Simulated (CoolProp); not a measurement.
The fluid at 293.15 K and 1.46 MPa is compressed adiabatically to 3.14 MPa with isentropic efficiency 0.75. The same conditions are run with several fluids, on thermodynamics alone (safety and materials aside).

The numbers come from the reference Helmholtz-energy equation of state of each fluid (sulfur hexafluoride: Guder 2009; carbon monoxide: Lemmon 2006; carbon dioxide: Span 1996; ethylene: Smukala 2000) in CoolProp.

```tsv
fluid	work (kJ/kg)	final temperature (K)	final density (kg/m³)
sulfur hexafluoride	13.0	327.7	251
carbon monoxide	99.4	388.7	27.0
carbon dioxide	56.4	363.7	49.8
ethylene	86.0	354.4	33.4
```
